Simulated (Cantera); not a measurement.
An adiabatic, constant-pressure homogeneous reactor starts with CH3OH : O2 : N2 : H2O : H2 = 1 : 3.26 : 12.3 : 1.3 : 0.1 (molar parts), at 1548 K and 1.01 bar.

Cantera simulation using GRI-Mech 3.0 (53 species, 325 reactions); the numbers are that mechanism's predictions, not measurements. GRI-Mech 3.0 was tuned for natural gas; its chemistry of methanol as a main component is partial and can be far from experiment.

One state of this run: T (K) = 2390; x CH3OH = <1e-12; x O2 = 0.0901; x H2O = 0.176; x HO2 = 7.47e-6; x HCO = 3.89e-10; x H2 = 0.00199. x: mole fraction; the columns are a selection and need not sum to one.

Which value of t (s) does it belong to?
A) 0.000502
B) 2.00e-6
C) 0.00796
D) 0.000200

C, 0.00796
